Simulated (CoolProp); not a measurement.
Vapour pressure (kPa) of toluene: the reference equation beside estimates from Tc = 591.7 K, pc = 4126 kPa, ω = 0.266. Clausius-Clapeyron is anchored at 469.1 K with a constant enthalpy of vaporisation of 27.14 kJ/mol.

The numbers come from the reference Helmholtz-energy equation of state, Lemmon 2006 in CoolProp. It is a short technical equation, of lower accuracy than the large ones.

```csv
T (K),reference,Lee-Kesler,Clausius-Clapeyron,van der Waals,Redlich-Kwong,Soave-Redlich-Kwong,Peng-Robinson
446.5,453.4,457.0,490.5,1200,659.2,457.4,452.8
451,495.9,500.1,527.6,1259,711.4,500.8,495.4
455.6,542.3,547.2,567.6,1322,767.7,548.3,542.2
460.1,590.9,596.5,608.8,1385,825.7,598.0,591.0
464.6,642.6,648.9,652.2,1450,886.7,651.0,643.2
469.1,697.6,704.7,697.6,1516,950.7,707.5,698.7
473.6,756.1,763.9,745.3,1585,1018,767.6,757.8
478.1,818.2,826.8,795.3,1656,1088,831.4,820.6
482.7,885.6,894.9,848.8,1730,1164,900.6,888.7
487.2,955.4,965.4,903.5,1804,1241,972.3,959.4
```

Absolute difference from the reference over all 10 rows, mean and median: Lee-Kesler 1.0 and 1.0 %, Clausius-Clapeyron 3.8 and 3.6 %, van der Waals 123.6 and 121.5 %, Redlich-Kwong 37.3 and 37.1 %, Soave-Redlich-Kwong 1.4 and 1.4 %, Peng-Robinson 0.2 and 0.1 %.
